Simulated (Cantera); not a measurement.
## Tantalum, niobium, vanadium and zirconium in process gases: Ta + H2O + H2

A closed system holds: 1 mol Ta, 0.15 mol H2O, 450 mol H2, held at 97.5 Torr.

These are equilibrium values from Cantera (NASA tables, ideal gas, pure condensed phases), not measurements of a reactor. Candidate condensed phases: H2O, Ta, Ta2O5; 12 gas species. Mutual solubility and eutectic melting of coexisting phases are not modelled. Condensed phases not in the tables: N, O or C dissolved in the metal. Rates play no part.

| T (K) | x H2 | x H | x H2O | x TaO | x OH | x TaO2 | n Ta(s) | n Ta2O5(s) |
|---|---|---|---|---|---|---|---|---|
| 925 | 1.00 | 7.22e-10 | 4.17e-8 | <1e-12 | <1e-12 | <1e-12 | 0.940 | 0.0300 |
| 1125 | 1.000 | 1.23e-7 | 1.57e-6 | <1e-12 | <1e-12 | <1e-12 | 0.940 | 0.0299 |
| 1325 | 1.000 | 4.54e-6 | 1.88e-5 | <1e-12 | 1.25e-12 | <1e-12 | 0.943 | 0.0283 |
| 1525 | 1.000 | 6.56e-5 | 0.000114 | 2.98e-11 | 2.33e-10 | 1.40e-10 | 0.961 | 0.0197 |
| 1725 | 0.999 | 0.000515 | 0.000333 | 4.52e-9 | 9.46e-9 | 1.68e-8 | 1.000 | 0 |
| 1925 | 0.997 | 0.00265 | 0.000332 | 1.03e-7 | 7.63e-8 | 1.37e-7 | 1.000 | 0 |
| 2125 | 0.990 | 0.0100 | 0.000328 | 1.28e-6 | 4.12e-7 | 7.34e-7 | 0.999 | 0 |
| 2325 | 0.970 | 0.0300 | 0.000311 | 1.00e-5 | 1.61e-6 | 2.76e-6 | 0.994 | 0 |
| 2525 | 0.925 | 0.0748 | 0.000254 | 4.92e-5 | 4.38e-6 | 6.45e-6 | 0.974 | 0 |
| 2725 | 0.841 | 0.159 | 0.000147 | 0.000138 | 7.25e-6 | 6.93e-6 | 0.929 | 0 |
x: gas mole fraction; n: condensed amount in mol.

From 925 K to 1525 K the condensed part is Ta(s) + Ta2O5(s). From 1725 K to 2725 K the condensed part is Ta(s).
